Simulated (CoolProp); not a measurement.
Values from CoolProp's reference Helmholtz-energy equation of state, Gedanitz 2015.

Q: For cyclopentane, give the phase and the speed of sound (m/s), conductivity (mW/(m K)), Prandtl number at -0.35 °C and 101 kPa; 102.75 °C and 101 kPa; 164.65 °C and 101 kPa.

A: 
- -0.35 °C and 101 kPa: liquid; speed of sound 1340, conductivity 136, Prandtl number 4.88
- 102.75 °C and 101 kPa: gas; speed of sound 216, conductivity 19.6, Prandtl number 0.761
- 164.65 °C and 101 kPa: gas; speed of sound 233, conductivity 27.1, Prandtl number 0.758

Viscosity comes from a separate model (Chung 1988), a generic estimate that can be far off for the liquid and wasn't checked against measurements. Thermal conductivity comes from a separate model (Vassiliou 2015).
